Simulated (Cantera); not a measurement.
Feed: 1 mol Cu, 6.6 mol F₂, held at 1200 Pa.

These are equilibrium values from Cantera (NASA tables, ideal gas, pure condensed phases), not measurements of a reactor. Candidate condensed phases: Cu, CuF₂; 6 gas species. Kinetics and transport are ignored.

Task: At 1000 K, list the 3 most abundant gas species with their mole fractions, and the condensed phases.

Result: F 0.580, F₂ 0.419, CuF₂ 0.00100. Condensed: CuF₂(s).
